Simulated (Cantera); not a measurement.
A freely propagating, adiabatic, planar premixed flame of H2 : O2 : N2 = 1 : 0.98 : 3.69 (molar parts), equivalence ratio 0.51, unburnt at 375 K and 1.01 bar; mixture-averaged transport, grid criteria slope 0.08 and curve 0.16, no radiation.

Cantera simulation using the H2/O2 subset of GRI-Mech 3.0, which has no nitrogen chemistry; the numbers are that mechanism's predictions, not measurements. Burning velocities carry a grid error of a few per cent, more on coarse grids. Lean hydrogen flames are cellular in practice and burn faster than this planar one.

Q: What does this change do: 0.37 parts H2O added?

A: 
| quantity | before | after |
|---|---|---|
| laminar burning velocity | 75.4 cm/s | 46.1 cm/s |
| thermal thickness | 0.421 mm | 0.510 mm |
| peak x(O) | 0.00403 | 0.00198 |
| peak x(OH) | 0.00475 | 0.00326 |
| peak x(H2O2) | 7.01e-5 | 8.77e-5 |

Q: What does this change do: inlet temperature 375 to 450 K?

A: 
```tsv
quantity	before	after
laminar burning velocity	75.4 cm/s	130 cm/s
thermal thickness	0.421 mm	0.401 mm
peak x(O)	0.00403	0.00555
peak x(OH)	0.00475	0.00604
peak x(H2O2)	7.01e-5	5.27e-5
```
